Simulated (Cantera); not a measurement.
Mixture: C3H8 : O2 : N2 = 1 : 7.04 : 26.5 (molar parts), equivalence ratio 0.71, at 92000 Pa, adiabatic and at constant volume. Ignition delay is the time to a rise of 400 K.

Computed with Cantera and GRI-Mech 3.0 (53 species, 325 reactions). GRI-Mech 3.0 was tuned for natural gas; its chemistry of propane as a main component is partial and can be far from experiment.

What does this change do: N2 26.5 to 35 parts?


```
quantity                                               before      after
--------------------------------------------------  ---------  ---------
delay at 1175 K                                       9.97 ms    11.8 ms
delay at 1375 K                                      0.297 ms   0.348 ms
delay at 1575 K                                       38.7 µs    45.1 µs
delay at 1775 K                                       12.7 µs    14.9 µs
delay at 1975 K                                       6.52 µs    7.68 µs
apparent activation energy between 1875 and 2075 K  88 kJ/mol  86 kJ/mol
```
